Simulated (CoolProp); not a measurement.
C3F8 (R218) at several states: Z from the reference equation and from simpler models built on Tc = 71.9 °C, pc = 26.40 bar, ω = 0.317; each cubic takes its own stable root.

Values from CoolProp's reference Helmholtz-energy equation of state, Lemmon 2006. It is a short technical equation, of lower accuracy than the large ones.

```
T (°C)   p (bar)          phase  reference  van der Waals  Redlich-Kwong  Peng-Robinson
-------  -------  -------------  ---------  -------------  -------------  -------------
95.15         35  supercritical     0.4862         0.4149         0.4527         0.4868
-129.55    0.112         liquid  0.0009073         0.9909      0.0009989      0.0008737
-9.45       1.97            gas     0.9312         0.9566         0.9434         0.9330
15.25      0.543            gas     0.9872         0.9906         0.9883         0.9863
55.45       63.6         liquid     0.3519         0.4965         0.3869         0.3391
-50.25       6.9         liquid    0.04203        0.06754        0.04619        0.03917
```

At some of these states van der Waals gives the other phase, because its saturation line lies elsewhere.
